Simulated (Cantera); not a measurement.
A closed system holds: 1 mol CaO, 1.4 mol Cl2, 1.1 mol N2, held at 877 °C and 75.0 Torr.

These are equilibrium values from Cantera (NASA tables, ideal gas, pure condensed phases), not measurements of a reactor. Candidate condensed phases: Ca, CaCl2, CaO; 17 gas species. Condensed phases not in the tables: oxide chlorides. Equilibrium is a limit: real reactors are often held back by kinetics, nucleation or transport.

Base state: N2 0.549, O2 0.249, Cl2 0.198, Cl 0.00386, NO 0.000119, ClO 2.65e-5, CaCl2 2.09e-5 (mole fractions); condensed: CaCl2(l).

Problem. What changes in the equilibrium state with this change: 0.39 mol HCl added?

Solution. 
| species | before | after |
|---|---|---|
| N2 | 0.549 | 0.460 |
| O2 | 0.249 | 0.208 |
| Cl2 | 0.198 | 0.168 |
| HCl | 0 | 0.157 |
| CaCl2 | 2.09e-5 | 2.09e-5 |
| H2O | 0 | 0.00284 |
| NO | 0.000119 | 9.97e-5 |
| ClO | 2.65e-5 | 2.23e-5 |
| CaCl2(l), mol | 1.000 | 1.000 |
Further candidate phases: Ca(OH)2, H2O, NH4Cl.
